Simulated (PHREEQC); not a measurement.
Solution (20 °C): 0.0015 mol/kgw HBr, 0.0048 mol/kgw ZnSO4 and 8.5e-05 mol/kgw MgCl2. Closed to the air; pH follows from the charge balance.

Equilibrium calculation in PHREEQC: ion-association model, wateq4f.dat.

Precipitation was switched off in this run.

Order these S species by the share of S that they hold, largest first: HSO4-, SO4-2, Zn(SO4)2-2, ZnSO4, MgSO4.

SO4-2 (71 %), ZnSO4 (22 %), HSO4- (4.9 %), Zn(SO4)2-2 (1.3 %), MgSO4 (0.37 %)

Order these Zn species by the share of Zn that they hold, largest first: Zn(SO4)2-2, ZnSO4, Zn+2.

Zn+2 (77 %), ZnSO4 (22 %), Zn(SO4)2-2 (0.66 %)

The pH is 2.94 and the ionic strength 0.0160 mol/kgw. Species that the database lacks are ignored.
